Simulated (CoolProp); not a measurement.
CF4 (R14) at 372.88 K and 0.123 MPa flows at 5.8 m/s in a round tube of 1 mm bore and 1.5 µm roughness, fully developed (64/Re and Nu = 3.66 if laminar; Colebrook and Gnielinski if turbulent). Each further row changes one setting.

The numbers come from the reference Helmholtz-energy equation of state, Platzer 1990 in CoolProp. This equation is an older, rougher fit.

| case | Reynolds number | Darcy friction factor | pressure drop (Pa/m) | heat-transfer coefficient (W/(m² K)) | mass flow (kg/h) |
|---|---|---|---|---|---|
| as stated | 975 | 0.0657 | ? | 80.9 | ? |
| velocity 11.6 m/s | 1950 | 0.0328 | ? | 80.9 | 0.115 |
| diameter 2 mm | 1950 | 0.0328 | ? | 40.4 | ? |

Task: What belongs in the gaps?

Result: 
- as stated, pressure drop (Pa/m): 3860
- as stated, mass flow (kg/h): 0.0574
- velocity 11.6 m/s, pressure drop (Pa/m): 7730
- diameter 2 mm, pressure drop (Pa/m): 966
- diameter 2 mm, mass flow (kg/h): 0.229

Viscosity comes from a separate model (Huber 2003), an estimate that may be off by 10 % or more. Thermal conductivity comes from a separate model (Huber 2003), an estimate that may be off by 10 % or more.
